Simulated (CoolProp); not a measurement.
Vapour-liquid equilibrium of R134a (1) + dimethyl ether (2) at 0.844 bar; x and y are mole fractions of (1).

The numbers come from the multi-fluid Helmholtz-energy mixture model, Tillner-Roth 1994 and Wu 2011; pair parameters Bell 2016 in CoolProp.

```tsv
x	bubble temperature (°C)	y at the bubble point	dew temperature at overall composition x (°C)	liquid density (mol/L)
0.05	-28.6	0.038	-28.5	…
0.125	-28.1	…	…	15.73
0.2	-27.8	0.176	-27.7	15.53
0.275	-27.6	0.258	-27.5	15.33
0.35	-27.4	0.344	-27.4	15.14
0.425	-27.5	0.433	-27.4	14.95
0.5	-27.6	0.521	-27.5	14.76
0.575	-27.8	…	-27.7	14.58
0.65	-28.1	0.689	-27.9	14.40
0.725	-28.4	0.766	-28.2	14.22
0.8	-28.8	0.837	-28.6	14.05
0.875	…	0.903	-29.1	13.88
0.95	…	0.963	-29.6	13.72
```

Problem. Fill in the missing entries.

Solution. 
- 0.05, liquid density (mol/L): 15.94
- 0.125, y at the bubble point: 0.102
- 0.125, dew temperature at overall composition x (°C): -28.0
- 0.575, y at the bubble point: 0.607
- 0.875, bubble temperature (°C): -29.3
- 0.95, bubble temperature (°C): -29.7

y crosses x between x = 0.35 and 0.425: the model has an azeotrope there.

The pair parameters rest on a limited set of measurements; away from them the model extrapolates.
